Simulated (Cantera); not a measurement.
# B2O3 + H2O + H2 + N2 (boron, boron nitride and boron oxide)

Feed: 1 mol B2O3, 9.2 mol H2O, 3.4 mol H2, 24 mol N2, at 26.0 Pa.

Method: chemical equilibrium by Gibbs-energy minimisation in Cantera with the NASA 1993 tables (ideal gas, pure condensed phases). Candidate condensed phases: B, BN, B2O3, B3O3H3, H2O; 39 gas species. Equilibrium is a limit: real reactors are often held back by kinetics, nucleation or transport.

From 1175 K to 1250 K the condensed part is B2O3(l). From 1275 K to 1375 K nothing is condensed. The main B-bearing gas is HBO2 throughout.

```
T (K)  log p N2  log p H2O  log p H2  log p HBO2  log p B2O3  log p H  log p (HBO2)3  log p HBO  n B2O3(l)
-----  --------  ---------  --------  ----------  ----------  -------  -------------  ---------  ---------
1175      -3.77      -4.20     -4.62       -5.34       -8.40    -9.22          -8.20     -10.14      0.674
1200      -3.77      -4.21     -4.62       -5.19       -8.04    -9.02          -8.25      -9.87      0.533
1225      -3.78      -4.22     -4.62       -5.04       -7.69    -8.82          -8.31      -9.61      0.344
1250      -3.78      -4.24     -4.63       -4.90       -7.36    -8.63          -8.37      -9.36     0.0927
1275      -3.78      -4.25     -4.63       -4.86       -7.23    -8.45          -8.70      -9.22          0
1300      -3.78      -4.25     -4.63       -4.86       -7.19    -8.27          -9.14      -9.13          0
1325      -3.78      -4.25     -4.63       -4.86       -7.15    -8.10          -9.56      -9.04          0
1350      -3.78      -4.25     -4.63       -4.86       -7.11    -7.94          -9.96      -8.96          0
1375      -3.78      -4.25     -4.63       -4.86       -7.08    -7.78         -10.35      -8.88          0
```
log p: log10 of the partial pressure in bar; n: condensed amount in mol.
